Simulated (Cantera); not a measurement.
Charge: 1 mol Al, 1.4 mol HCl, 16 mol H₂, held at 775 °C.

These are equilibrium values from Cantera (NASA tables, ideal gas, pure condensed phases), not measurements of a reactor. Candidate condensed phases: Al, AlCl₃; 12 gas species. The tables' values for AlCl₂ are old estimates; treat these amounts as uncertain. Rates play no part.

x: gas mole fraction; n: condensed amount in mol.

```tsv
P (Pa)	x H₂	x AlCl	x AlCl₃	x AlCl₂	x HCl	n Al(l)
10	0.943	0.0445	0.00980	0.00218	0.000801	0
63	0.943	0.0443	0.0100	0.00220	0.000324	0
400	0.943	0.0442	0.0101	0.00221	[?]	0
2500	0.952	0.0316	0.0146	0.00224	7.36e-5	0.151
16000	0.965	[?]	[?]	0.00160	[?]	[?]
100000	0.970	0.00325	0.0253	0.000946	4.84e-5	0.491
```

Question: Complete the blanks.

Answer: 
- 400, x HCl: 0.000129
- 16000, x AlCl: 0.0106
- 16000, x AlCl₃: 0.0224
- 16000, x HCl: 6.28e-5
- 16000, n Al(l): 0.403
